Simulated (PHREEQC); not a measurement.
1 kg of water holding 0.0037 mol/kgw NaCl, 0.21 mol/kgw Na2SO4 and 0.0049 mol/kgw MgSO4 is evaporated at 25 °C; the solids stay in contact with the brine. No CO2 enters from the air. The run lets Bischofite, Bloedite, Brucite, Epsomite, Halite, Hexahydrite, Kieserite, Mirabilite, Thenardite, MgCl2_4H2O precipitate or redissolve, and no other solid.

Base run: PHREEQC, Pitzer model, pitzer.dat. Each further column changes one thing. The table gives water activity.

```tsv
H2O removed (mol)	base	temperature from 25 to 75 °C	temperature from 25 to 5 °C
0	0.991	0.991	0.992
24.69	0.985	0.985	0.986
34.69	0.979	0.979	0.984
43.95	0.965	0.963	0.983
49.09	0.938	0.935	0.982
51.17	0.932	0.905	0.980
53.1	0.903	0.895	0.950
```

 Away from 25 °C the constants follow the database's enthalpies or fits; those with neither stay at their 25 °C values.
